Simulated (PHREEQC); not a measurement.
A PHREEQC input (ion-association model, wateq4f.dat):

```
SOLUTION 1
  temp 25
  units ug/L
  pH 6.61
  pe 12.7
  Na 40.1
  K 0.111
  Ca 235
  Mg 78.4
  Cl 73.3
  S(6) 838 as SO4
  Alkalinity 89.6 as HCO3
  Ba 2.46
END
USE solution 1
EQUILIBRIUM_PHASES 1
  CO2(g) -3.4 10
END
```

The run finishes without an error or a warning.

Its last state differs from that of the intended input:

```tsv
quantity	as run	intended
pH	5.74	8.26
ionic strength (mol/kgw)	4.01e-5	0.0280
CaSO4 (mol/kgw)	9.59e-9	0.00153
HCO3- (mol/kgw)	3.31e-6	0.00128
MgSO4 (mol/kgw)	6.19e-9	0.000961
CaHCO3+ (mol/kgw)	2.40e-10	3.77e-5
SI of Magnesite (MgCO3)	-7.55	+0.09
SI of Gypsum (CaSO4:2H2O)	-5.74	-0.53
```

Q: One thing in the input isn't as intended. What explains the difference?

A: This is not unique; one that fits is The fault: the units line changed with the numbers kept. The line should read `units mg/kgw` where the input has `units ug/L`.
